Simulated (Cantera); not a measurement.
Input: 1 mol Si3N4, 0.11 mol CO2, 22 mol H2, at 75000 Pa.

Method: chemical equilibrium by Gibbs-energy minimisation in Cantera with the NASA 1993 tables (ideal gas, pure condensed phases). Candidate condensed phases: C, C6H6, C7H8, C8H18, H2O, Si, SiC, SiO2, Si2N2O, Si3N4; 151 gas species. Mutual solubility and eutectic melting of coexisting phases are not modelled. Gases not in the tables: Si2H6 and higher silanes. Kinetics and transport are ignored.

### Question
At 2098 K, list the 7 most abundant gas species with their mole fractions, and the condensed phases.

### Answer
H2 0.904, N2 0.0822, SiO 0.00597, H 0.00338, CO 0.00310, HCN 0.000450, Si 0.000174. Condensed: Si(l) + SiC(s).
